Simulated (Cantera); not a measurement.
A perfectly stirred reactor is fed with CH4 : H2 : O2 = 0.0036 : 1 : 0.017 (molar parts), equivalence ratio 30, at 0.0132 atm; it is held at 2248 K, and followed from long to short residence time.

Detailed kinetics in Cantera: GRI-Mech 3.0 (53 species, 325 reactions). Radical loss at walls, strong at low pressure, is not modelled.

```json
[
 {"quantity": "x(CH4) at τ = 0.700 s", "before": "2.40e-5", "after": "4.13e-6"},
 {"quantity": "x(H2) at τ = 0.700 s", "before": "0.926", "after": "0.896"},
 {"quantity": "x(O2) at τ = 0.700 s", "before": "2.53e-6", "after": "1.51e-6"},
 {"quantity": "x(C2H2) at τ = 0.700 s", "before": "4.01e-6", "after": "2.56e-7"},
 {"quantity": "x(H2O) at τ = 0.700 s", "before": "0.0293", "after": "0.0285"},
 {"quantity": "x(CH4) at τ = 53.0 ms", "before": "0.000364", "after": "0.000243"},
 {"quantity": "x(H2) at τ = 53.0 ms", "before": "0.935", "after": "0.928"},
 {"quantity": "x(O2) at τ = 53.0 ms", "before": "4.23e-5", "after": "3.08e-5"},
 {"quantity": "x(C2H2) at τ = 53.0 ms", "before": "0.000303", "after": "0.000179"},
 {"quantity": "x(H2O) at τ = 53.0 ms", "before": "0.0306", "after": "0.0300"}
]
```

Problem. Which change was made?
A) temperature 2248 to 2375 K
B) temperature 2248 to 2650 K
C) pressure from 0.0132 atm to 0.0217 atm
D) CH4 0.0036 to 0.0025 parts

Solution. A, temperature 2248 to 2375 K
